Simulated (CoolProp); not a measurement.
Vapour-liquid equilibrium of toluene (1) + p-xylene (2) at 20.8 kPa; x and y are mole fractions of (1).

Model: multi-fluid Helmholtz-energy mixture model, Lemmon 2006 and Zhou 2012; pair parameters Bell 2016, in CoolProp.

| x | bubble temperature, mixture model (°C) | bubble temperature, Raoult's law (°C) | y, mixture model | y, Raoult's law |
|---|---|---|---|---|
| 0.05 | 85.7 | 85.7 | 0.113 | 0.114 |
| 0.125 | 83.1 | 83.1 | 0.260 | 0.260 |
| 0.2 | 80.6 | 80.7 | 0.383 | 0.383 |
| 0.275 | 78.3 | 78.4 | 0.488 | 0.487 |
| 0.35 | 76.2 | 76.4 | 0.577 | 0.576 |
| 0.425 | [?] | 74.4 | 0.653 | 0.653 |
| 0.5 | 72.4 | 72.6 | 0.719 | 0.719 |
| 0.575 | 70.7 | 70.9 | 0.776 | 0.777 |
| 0.65 | [?] | 69.3 | [?] | 0.828 |
| 0.725 | 67.7 | 67.8 | 0.871 | 0.873 |
| 0.8 | [?] | 66.4 | 0.911 | 0.913 |
| 0.875 | 65.0 | 65.0 | 0.947 | 0.949 |
| 0.95 | 63.7 | 63.7 | 0.980 | 0.981 |

Question: Fill in the missing entries.

Answer: 
- 0.425, bubble temperature, mixture model (°C): 74.2
- 0.65, bubble temperature, mixture model (°C): 69.1
- 0.65, y, mixture model: 0.826
- 0.8, bubble temperature, mixture model (°C): 66.3

The largest gap from Raoult's law is -0.2 K in bubble temperature, at x = 0.5. No azeotrope shows between x = 0.05 and 0.95.

Pair parameters are fitted to limited data, so mixtures are less certain than the pure fluids.
